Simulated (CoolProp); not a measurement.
A simple Rankine cycle with sulfur dioxide: condensing at 322.15 K, boiler at 2.16 MPa, turbine inlet 401.2 K, turbine efficiency 0.6, pump efficiency 0.7, no recuperator. Each further row changes one setting.

The numbers come from the reference Helmholtz-energy equation of state, Gao 2016 in CoolProp.

```tsv
case	thermal efficiency (%)	net work (kJ/kg)	heat in (kJ/kg)	turbine exit temperature (K)	volume ratio over the turbine
as stated	6.1	22.7	373	347.4	2.43
turbine inlet 421.2 K	6.3	24.6	390	367.3	2.42
condensing temperature 314.15 K	7.2	27.7	384	336.5	2.99
boiler pressure 1.51 MPa	4.1	15.7	382	368.3	1.74
turbine efficiency 0.5	5.0	18.6	373	352.6	2.47
```
